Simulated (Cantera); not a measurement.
Cantera run:

```python
import numpy as np
import cantera as ct

gas_names = [...]  # 77 gases of nasa_gas.yaml made of C, H, Ti
cond_names = """
    C(gr) C6H6(L) C7H8(L) C8H18(L),n-octa Ti(a) Ti(b) Ti(L) TiC(s) TiC(L)
""".split()


# ... load() reads the species with a 1 bar reference pressure and builds the phases ...
atoms = {
    'Ti': {'Ti': 1},
    'CH4': {'C': 1, 'H': 4},
}
top_T = {'C(gr)': 4500}  # K; cautious upper limits of use, not melting points


# ... equilibrate(T, P, feed) seeds the gas with the atoms and calls Mixture.equilibrate('TP', solver="vcs", rtol=1e-11, max_steps=5000) ...
results = []
feed = {'Ti': 1, 'CH4': 0.44}  # mol
T = 1648.15  # K
P = 35000  # Pa
mix = equilibrate(T, P, feed)
results.append((T, P, feed, dict(zip(mix.species_names, mix.species_moles))))
x = sorted(zip(gas.X, gas.species_names), reverse=True)
print(f"T = {T:g} K  P = {P:g} Pa  gas = {mix.phase_moles(0):.4g} mol")
print("   x: " + "  ".join(f"{s} {v:.3e}" for v, s in x if v > 0.0001))
print("   condensed (mol): " + ("  ".join(f"{mix.phase(i).name} {mix.phase_moles(i):.4g}"
      for i in range(1, mix.n_phases) if mix.phase_moles(i) > 1e-12) or "none"))
```

Result:

```
T = 1648.15 K  P = 35000 Pa  gas = 0.8801 mol
   x: H2 9.998e-01  H 1.507e-04
   condensed (mol): Ti(b) 0.56  TiC(s) 0.44
```

Cantera equilibrium calculation (NASA polynomials, part measured and part estimated; ideal gas, pure solids and liquids). Mutual solubility and eutectic melting of coexisting phases are not modelled. TiC: taken at fixed stoichiometry. Condensed phases not in the tables: N, O or C dissolved in the metal.
